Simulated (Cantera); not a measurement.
A Cantera script and its output.

```python
import numpy as np
import cantera as ct

gas = ct.Solution("gri30.yaml")
gas.TPX = 648, 101325, {'CH4': 1, 'O2': 2.27, 'N2': 8.55}
inlet = ct.Reservoir(gas, clone=True)
gas.equilibrate("HP")  # start burning
reactor = ct.IdealGasConstPressureReactor(gas, energy="on", clone=False)
exhaust = ct.Reservoir(gas, clone=True)
tau = [0.15, 0.07, 0.033, 0.015, 0.0073, 0.0034, 0.0016, 0.00075, 0.00035, 0.00017, 7.8e-05, 3.7e-05, 1.7e-05][0]
for a, b in ((inlet, reactor), (reactor, exhaust)):
    ct.MassFlowController(a, b, mdot=lambda t: reactor.mass / tau)
net = ct.ReactorNet([reactor])
show = ['CH4', 'O2', 'H', 'CH2O', 'HCN', 'C2H4']

rows = []
print(f"{'tau/s':>10s}{'T/K':>9s}" + "".join(f"{s:>11s}" for s in show))
for tau in [0.15, 0.07, 0.033, 0.015, 0.0073, 0.0034, 0.0016, 0.00075, 0.00035, 0.00017, 7.8e-05, 3.7e-05, 1.7e-05]:
    net.initial_time = 0.0
    net.advance(30 * tau)
    before = gas.X
    net.advance(40 * tau)
    drift = np.max(np.abs(gas.X - before) / (gas.X + 1e-9))
    rows.append([gas.T, *gas[show].X, drift])
    print(f"{tau:10.3e}{gas.T:9.1f}" + "".join(f"{x:11.3e}" for x in gas[show].X))
```

Output:

```
     tau/s      T/K        CH4         O2          H       CH2O        HCN       C2H4
 1.500e-01   2307.2  1.258e-06  2.380e-02  5.320e-04  2.285e-07  1.335e-07  1.828e-11
 7.000e-02   2304.8  2.578e-06  2.439e-02  5.780e-04  4.706e-07  2.012e-07  7.426e-11
 3.300e-02   2298.3  5.091e-06  2.510e-02  6.698e-04  9.318e-07  2.649e-07  2.721e-10
 1.500e-02   2283.5  9.949e-06  2.606e-02  8.681e-04  1.814e-06  3.165e-07  9.228e-10
 7.300e-03   2259.6  1.754e-05  2.723e-02  1.223e-03  3.152e-06  3.501e-07  2.404e-09
 3.400e-03   2221.1  3.102e-05  2.888e-02  1.899e-03  5.396e-06  3.804e-07  5.791e-09
 1.600e-03   2170.9  5.432e-05  3.089e-02  2.984e-03  8.987e-06  4.208e-07  1.307e-08
 7.500e-04   2110.7  9.798e-05  3.326e-02  4.549e-03  1.518e-05  4.902e-07  3.080e-08
 3.500e-04   2043.3  1.866e-04  3.604e-02  6.504e-03  2.673e-05  6.117e-07  8.191e-08
 1.700e-04   1975.4  3.688e-04  3.942e-02  8.343e-03  4.864e-05  8.176e-07  2.477e-07
 7.800e-05   1895.9  8.843e-04  4.525e-02  9.355e-03  1.048e-04  1.285e-06  1.163e-06
 3.700e-05    648.0  8.460e-02  1.920e-01  5.168e-26  9.245e-18  1.332e-20  2.596e-18
 1.700e-05    648.0  8.460e-02  1.920e-01  1.935e-26  5.210e-21  6.361e-24  1.240e-21
```

Detailed kinetics in Cantera: GRI-Mech 3.0 (53 species, 325 reactions).
